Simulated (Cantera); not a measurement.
A perfectly stirred reactor is fed with CH4 : C2H6 : C3H8 : O2 : N2 = 1 : 0.35 : 0.11 : 4.66 : 17.5 (molar parts), equivalence ratio 0.81, at 1.28 atm; it is adiabatic with a 748 K inlet, and is followed from long to short residence time, starting on the burning branch (τ in s: 0.073, 0.035, 0.017, 0.0079, 0.0038, 0.0018, 0.00087, 0.00041, 0.0002, 9.4e-05, 4.5e-05, 2.2e-05).

Detailed kinetics in Cantera: GRI-Mech 3.0 (53 species, 325 reactions).

Problem. Predict: blow-out, bracketed by the residence times tried; x(CH4) at τ = 73.0 ms; x(C2H6) at τ = 73.0 ms; x(C3H8) at τ = 73.0 ms; x(H2) at τ = 73.0 ms; x(NO2) at τ = 73.0 ms; x(CH4) at τ = 0.870 ms; x(C2H6) at τ = 0.870 ms; x(C3H8) at τ = 0.870 ms; x(H2) at τ = 0.870 ms; x(NO2) at τ = 0.870 ms.

Solution. 
```json
{
 "blow_out_bracketed_by_the_residence_times_tried": "burning at 45.0 µs, out at 22.0 µs",
 "x(CH4) at τ = 73.0 ms": "1.00e-6",
 "x(C2H6) at τ = 73.0 ms": "4.47e-8",
 "x(C3H8) at τ = 73.0 ms": "1.73e-8",
 "x(H2) at τ = 73.0 ms": "0.00162",
 "x(NO2) at τ = 73.0 ms": "1.78e-6",
 "x(CH4) at τ = 0.870 ms": "3.64e-5",
 "x(C2H6) at τ = 0.870 ms": "2.83e-6",
 "x(C3H8) at τ = 0.870 ms": "8.36e-7",
 "x(H2) at τ = 0.870 ms": "0.00516",
 "x(NO2) at τ = 0.870 ms": "6.58e-8"
}
```
